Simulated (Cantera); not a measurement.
Feed: 1 mol Pb, 0.33 mol O₂, 170 mol H₂, at 1200 K.

Cantera equilibrium calculation (NASA polynomials, part measured and part estimated; ideal gas, pure solids and liquids). Candidate condensed phases: H₂O, Pb, PbO, PbO₂, Pb₃O₄; 12 gas species. The numbers say what is thermodynamically allowed, not how fast it happens.

log p: log10 of the partial pressure in bar; n: condensed amount in mol.

| P (Pa) | log p H₂ | log p Pb | log p H₂O | log p H | n Pb(l) |
|---|---|---|---|---|---|
| 10 | -4.00 | -6.23 | -6.41 | -8.71 | 0 |
| 82 | -3.09 | -5.32 | -5.50 | -8.25 | 0 |
| 670 | -2.18 | -4.41 | -4.59 | -7.79 | 0 |
| 5500 | … | … | … | … | 0 |
| 45000 | … | -3.19 | … | … | … |
| 370000 | 0.57 | -3.19 | -1.84 | -6.42 | 0.970 |
| 3000000 | 1.48 | -3.19 | -0.93 | -5.97 | 0.996 |

Problem. Complete the blanks.

Solution. 
- 45000, log p H₂: -0.35
- 45000, log p H₂O: -2.76
- 45000, log p H: -6.88
- 45000, n Pb(l): 0.757
- 5500, log p H₂: -1.26
- 5500, log p Pb: -3.49
- 5500, log p H₂O: -3.67
- 5500, log p H: -7.34
